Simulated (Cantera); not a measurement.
# Transport properties of process gases

Gas mixture: 100 % C2H4, at 5.00 bar, frozen composition.

Cantera's kinetic-theory transport with the Lennard-Jones parameters of GRI-Mech 3.0, ideal gas; thermal conductivity in the multicomponent form. The composition is frozen, though it would react at the higher temperatures.

| T (K) | ρ (kg/m³) | cp (J/kg/K) | μ (µPa s) | λ (mW/m/K) | Pr | D (cm²/s) H2 | D (cm²/s) H | D (cm²/s) NO |
|---|---|---|---|---|---|---|---|---|
| 400 | 4.22 | 1877 | 13.3 | 33.5 | 0.748 | 0.208 | 0.313 | 0.0543 |
| 650 | 2.60 | 2664 | 20.4 | 72.4 | 0.750 | 0.476 | 0.749 | 0.128 |
| 900 | 1.87 | 3167 | 26.3 | 111 | 0.749 | 0.822 | 1.32 | 0.224 |
| 1150 | 1.47 | 3563 | 31.5 | 150 | 0.748 | 1.24 | 2.00 | 0.339 |
| 1400 | 1.21 | 3836 | 36.2 | 186 | 0.746 | 1.72 | 2.79 | 0.471 |
| 1650 | 1.02 | 4034 | 40.5 | 219 | 0.745 | 2.25 | 3.68 | 0.620 |
| 1900 | 0.888 | 4178 | 44.5 | 250 | 0.744 | 2.85 | 4.65 | 0.784 |
| 2150 | 0.785 | 4282 | 48.3 | 279 | 0.742 | 3.50 | 5.72 | 0.962 |
D: mixture-averaged diffusion coefficient of that species in the mixture.
